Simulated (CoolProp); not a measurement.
Saturation properties of ethanol (Tc = 241.6 °C, pc = 6.268 MPa, ω = 0.644).

Values from CoolProp's reference Helmholtz-energy equation of state, Schroeder 2014.

| T (°C) | p (MPa) | enthalpy of vaporisation (kJ/kg) | surface tension (mN/m) | liquid viscosity (µPa s) | vapour viscosity (µPa s) | liquid conductivity (mW/(m K)) |
|---|---|---|---|---|---|---|
| 57.15 | 0.04109 | ? | 18.8 | 612 | 9.75 | ? |
| 78.35 | 0.1010 | 849.7 | 16.7 | 441 | 10.4 | ? |
| 99.45 | 0.2200 | 812.0 | 14.6 | 327 | 11.0 | 151 |
| 120.55 | 0.4345 | 766.8 | 12.5 | ? | 11.6 | 148 |
| 141.65 | 0.7907 | 712.8 | 10.4 | 189 | 12.3 | ? |
| 162.75 | 1.343 | 648.8 | 8.31 | 145 | 13.0 | 141 |
| 183.85 | 2.150 | 573.5 | 6.15 | 112 | 13.8 | 137 |
| 204.95 | 3.278 | 482.3 | 3.96 | ? | 15.0 | 134 |

**Question.** What belongs in the gaps?

**Answer.** 
- 57.15, enthalpy of vaporisation (kJ/kg): 881.5
- 57.15, liquid conductivity (mW/(m K)): 158
- 78.35, liquid conductivity (mW/(m K)): 154
- 120.55, liquid viscosity (µPa s): 247
- 141.65, liquid conductivity (mW/(m K)): 144
- 204.95, liquid viscosity (µPa s): 85.7

It boils at 78.4 °C under 1 atm.

Viscosity comes from a separate model (Kiselev 2005). Thermal conductivity comes from a separate model (Assael 2013). Surface tension comes from a separate correlation (Mulero 2012).
